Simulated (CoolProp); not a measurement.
R1234ze(E) along the isobar 5.06 MPa: fugacity coefficient from the reference equation and from simpler models built on Tc = 109.4 °C, pc = 3.635 MPa, ω = 0.313; each cubic takes its own stable root.

Model: reference Helmholtz-energy equation of state, Thol 2016, in CoolProp.

```csv
T (°C),phase,reference
-3.65,liquid,0.04269
8.85,liquid,0.06501
21.45,liquid,0.09466
33.95,liquid,0.1318
46.55,liquid,0.1773
59.05,liquid,0.2304
71.55,liquid,0.2908
84.15,liquid,0.3581
96.65,liquid,0.4295
109.25,liquid,0.5037
121.75,supercritical,0.5749
134.35,supercritical,0.6331
146.85,supercritical,0.6755
```

Q: How far does each simpler model (van der Waals, Redlich-Kwong, Soave-Redlich-Kwong, Peng-Robinson) lie from the reference over these 13 states: mean and median of the absolute difference, and the worst?

A: 
- van der Waals: mean 80.1 %, median 43.1 %, worst +300.3 % at -3.65 °C and 5.06 MPa
- Redlich-Kwong: mean 25.4 %, median 17.5 %, worst +77.7 % at -3.65 °C and 5.06 MPa
- Soave-Redlich-Kwong: mean 3.6 %, median 4.0 %, worst +4.7 % at 59.05 °C and 5.06 MPa
- Peng-Robinson: mean 0.7 %, median 0.2 %, worst -2.4 % at 146.85 °C and 5.06 MPa
